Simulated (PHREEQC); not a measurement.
Model water analysis in mmol/kgw, 20 °C, pH 5.83, pe -0.1: Na 0.0892; K 0.0164; Ca 0.0298; Mg 0.0148; Cl 0.0579; S(6) 0.0396; Alkalinity (meq/kgw) 0.0612; Br 0.00251; Si 8.06e-05.

Valence states are taken as typed.

Computed with PHREEQC (ion-association model, phreeqc.dat).

```json
[
 {"quantity": "HSO4- (mol/kgw)", "before": "4.80e-9", "after": "1.78e-8"},
 {"quantity": "MgOH+ (mol/kgw)", "before": "2.15e-11", "after": "8.02e-11"},
 {"quantity": "SI of Quartz (SiO2)", "before": "-3.04", "after": "-2.44"}
]
```

**Question.** Which change was made?
A) all concentrations times 4 at the same typed pH
B) pH from 5.83 to 5.5 at the same alkalinity
C) Br from 0.00251 to 0.00126 mmol/kgw

**Answer.** A, all concentrations times 4 at the same typed pH

This is a speciation only: nothing precipitates in the calculation.
